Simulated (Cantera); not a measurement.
Charge: 1 mol BCl3, 1.8 mol O2, 2.8 mol N2, at 0.0133 bar.

Cantera equilibrium calculation (NASA polynomials, part measured and part estimated; ideal gas, pure solids and liquids). Candidate condensed phases: B, BN, B2O3; 25 gas species. The tables' values for BOCl are old estimates; treat these amounts as uncertain. The numbers say what is thermodynamically allowed, not how fast it happens. All values below are at 1273 K.

Base state: N2 0.512, Cl2 0.253, O2 0.192, Cl 0.0423, NO 0.000255, ClO 7.37e-5, BOCl 2.86e-5 (mole fractions); condensed: B2O3(l).

Question: What changes in the equilibrium state with this change: BCl3 replaced by BF3?

Answer: 
```
species        before  after
------------  -------  -----
N2              0.512  0.500
O2              0.192  0.321
BF3                 0  0.179
Cl2             0.253      0
Cl             0.0423      0
ClO           7.37e-5      0
BOCl          2.86e-5      0
B2O3(l), mol    0.500      0
```
